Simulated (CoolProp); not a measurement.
Saturated liquid density (kg/m³) of R1336mzz(Z): the reference equation beside estimates from Tc = 171.3 °C, pc = 2.904 MPa, ω = 0.386. Rackett uses Z = 0.29056 − 0.08775 ω.

Model: reference Helmholtz-energy equation of state, McLinden 2020, in CoolProp.

| T (°C) | reference | Rackett | Redlich-Kwong | Soave-Redlich-Kwong | Peng-Robinson |
|---|---|---|---|---|---|
| 33.25 | 1343 | 1330 | 1079 | 1145 | 1295 |
| 35.55 | 1337 | 1323 | 1073 | 1140 | 1289 |
| 37.95 | 1330 | 1317 | 1067 | 1134 | 1283 |
| 40.35 | 1324 | 1310 | 1061 | 1128 | 1277 |
| 42.75 | 1317 | 1304 | 1054 | 1122 | 1270 |
| 45.15 | 1311 | 1297 | 1048 | 1116 | 1264 |
| 47.55 | 1304 | 1290 | 1042 | 1110 | 1257 |
| 49.95 | 1297 | 1284 | 1035 | 1104 | 1250 |
| 52.35 | 1290 | 1277 | 1029 | 1098 | 1243 |
| 54.65 | 1284 | 1270 | 1022 | 1092 | 1237 |
| 57.05 | 1277 | 1263 | 1015 | 1085 | 1229 |
| 59.45 | 1270 | 1256 | 1009 | 1078 | 1222 |
| 61.85 | 1263 | 1249 | 1002 | 1072 | 1215 |
| 64.25 | 1256 | 1242 | 994.8 | 1065 | 1207 |

Absolute difference from the reference over all 14 rows, mean and median: Rackett 1.1 and 1.1 %, Redlich-Kwong 20.2 and 20.1 %, Soave-Redlich-Kwong 14.9 and 14.9 %, Peng-Robinson 3.7 and 3.6 %.
